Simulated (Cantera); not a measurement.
Catalytic stagnation flow on Pt

A jet of 1.30 % H2, 19.9 % O2, 78.8 % N2, equivalence ratio 0.032 at 300 K and 135 Torr hits a platinum plate 4.7 cm away at a mass flux of 0.026 kg/m²/s; the plate temperature is set and raised in steps from an oxygen-covered start.

Detailed kinetics in Cantera: Deutschmann's 1995 Pt surface mechanism with GRI-Mech 3.0 gas chemistry. Catalytic surfaces can have several steady states; this one follows from the mechanism file's or the stated starting coverage.

```json
[
 {"plate T (K)": "600", "wall x H2": "0.00160", "wall x O2": "0.187", "wall x H2O": "0.0220", "wall x OH": "<1e-8", "θ free Pt": "0.0141", "θ O*": "0.983", "θ OH*": "0.00324"},
 {"plate T (K)": "650", "wall x H2": "0.00155", "wall x O2": "0.188", "wall x H2O": "0.0217", "wall x OH": "<1e-8", "θ free Pt": "0.0154", "θ O*": "0.982", "θ OH*": "0.00220"},
 {"plate T (K)": "700", "wall x H2": "0.00129", "wall x O2": "0.187", "wall x H2O": "0.0221", "wall x OH": "<1e-8", "θ free Pt": "0.0198", "θ O*": "0.978", "θ OH*": "0.00174"},
 {"plate T (K)": "750", "wall x H2": "0.000839", "wall x O2": "0.187", "wall x H2O": "0.0228", "wall x OH": "<1e-8", "θ free Pt": "0.0329", "θ O*": "0.965", "θ OH*": "0.00163"},
 {"plate T (K)": "800", "wall x H2": "0.000503", "wall x O2": "0.187", "wall x H2O": "0.0233", "wall x OH": "<1e-8", "θ free Pt": "0.0584", "θ O*": "0.940", "θ OH*": "0.00163"},
 {"plate T (K)": "850", "wall x H2": "0.000320", "wall x O2": "0.186", "wall x H2O": "0.0236", "wall x OH": "<1e-8", "θ free Pt": "0.0959", "θ O*": "0.903", "θ OH*": "0.00160"}
]
```
x: mole fraction at the wall; θ: surface coverage.
